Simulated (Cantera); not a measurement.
Halide evaporation, hydrolysis and transport: FeCl₃ + O₂ + N₂

Charge: 1 mol FeCl₃, 0.49 mol O₂, 1.8 mol N₂, equilibrated at 0.490 bar.

These are equilibrium values from Cantera (NASA tables, ideal gas, pure condensed phases), not measurements of a reactor. Candidate condensed phases: Fe, FeCl₂, FeCl₃, FeO, Fe₂O₃, Fe₃O₄; 19 gas species. Kinetics and transport are ignored.

From 800 °C to 1075 °C the condensed part is Fe₂O₃(s). The main Fe-bearing gas is FeCl₃ throughout. The share of Fe in condensed phases is highest at 800 °C (62.9 %) and lowest at 1075 °C (30.2 %).

```json
[
 {"T (°C)": "800", "x N₂": "0.576", "x Cl₂": "0.303", "x FeCl₃": "0.109", "x O₂": "0.00586", "x FeCl₂": "0.00248", "x Cl": "0.000845", "x Fe₂Cl₆": "0.00375", "x NO": "9.44e-6", "n Fe₂O₃(s)": "0.314"},
 {"T (°C)": "825", "x N₂": "0.574", "x Cl₂": "0.296", "x FeCl₃": "0.113", "x O₂": "0.00871", "x FeCl₂": "0.00345", "x Cl": "0.00115", "x Fe₂Cl₆": "0.00288", "x NO": "1.45e-5", "n Fe₂O₃(s)": "0.308"},
 {"T (°C)": "850", "x N₂": "0.573", "x Cl₂": "0.289", "x FeCl₃": "0.118", "x O₂": "0.0124", "x FeCl₂": "0.00477", "x Cl": "0.00154", "x Fe₂Cl₆": "0.00225", "x NO": "2.17e-5", "n Fe₂O₃(s)": "0.301"},
 {"T (°C)": "875", "x N₂": "0.571", "x Cl₂": "0.279", "x FeCl₃": "0.123", "x O₂": "0.0171", "x FeCl₂": "0.00654", "x Cl": "0.00202", "x Fe₂Cl₆": "0.00179", "x NO": "3.14e-5", "n Fe₂O₃(s)": "0.291"},
 {"T (°C)": "900", "x N₂": "0.569", "x Cl₂": "0.267", "x FeCl₃": "0.128", "x O₂": "0.0227", "x FeCl₂": "0.00892", "x Cl": "0.00262", "x Fe₂Cl₆": "0.00145", "x NO": "4.42e-5", "n Fe₂O₃(s)": "0.279"},
 {"T (°C)": "925", "x N₂": "0.566", "x Cl₂": "0.254", "x FeCl₃": "0.133", "x O₂": "0.0291", "x FeCl₂": "0.0121", "x Cl": "0.00334", "x Fe₂Cl₆": "0.00118", "x NO": "6.08e-5", "n Fe₂O₃(s)": "0.265"},
 {"T (°C)": "950", "x N₂": "0.563", "x Cl₂": "0.240", "x FeCl₃": "0.139", "x O₂": "0.0362", "x FeCl₂": "0.0162", "x Cl": "0.00419", "x Fe₂Cl₆": "0.000972", "x NO": "8.16e-5", "n Fe₂O₃(s)": "0.249"},
 {"T (°C)": "975", "x N₂": "0.560", "x Cl₂": "0.225", "x FeCl₃": "0.143", "x O₂": "0.0440", "x FeCl₂": "0.0215", "x Cl": "0.00519", "x Fe₂Cl₆": "0.000801", "x NO": "0.000107", "n Fe₂O₃(s)": "0.232"},
 {"T (°C)": "1000", "x N₂": "0.556", "x Cl₂": "0.209", "x FeCl₃": "0.147", "x O₂": "0.0522", "x FeCl₂": "0.0282", "x Cl": "0.00634", "x Fe₂Cl₆": "0.000658", "x NO": "0.000139", "n Fe₂O₃(s)": "0.214"},
 {"T (°C)": "1025", "x N₂": "0.552", "x Cl₂": "0.193", "x FeCl₃": "0.150", "x O₂": "0.0609", "x FeCl₂": "0.0365", "x Cl": "0.00764", "x Fe₂Cl₆": "0.000537", "x NO": "0.000176", "n Fe₂O₃(s)": "0.194"},
 {"T (°C)": "1050", "x N₂": "0.546", "x Cl₂": "0.176", "x FeCl₃": "0.151", "x O₂": "0.0698", "x FeCl₂": "0.0466", "x Cl": "0.00911", "x Fe₂Cl₆": "0.000433", "x NO": "0.000220", "n Fe₂O₃(s)": "0.173"},
 {"T (°C)": "1075", "x N₂": "0.541", "x Cl₂": "0.160", "x FeCl₃": "0.150", "x O₂": "0.0790", "x FeCl₂": "0.0586", "x Cl": "0.0107", "x Fe₂Cl₆": "0.000344", "x NO": "0.000272", "n Fe₂O₃(s)": "0.151"}
]
```
x: gas mole fraction; n: condensed amount in mol.
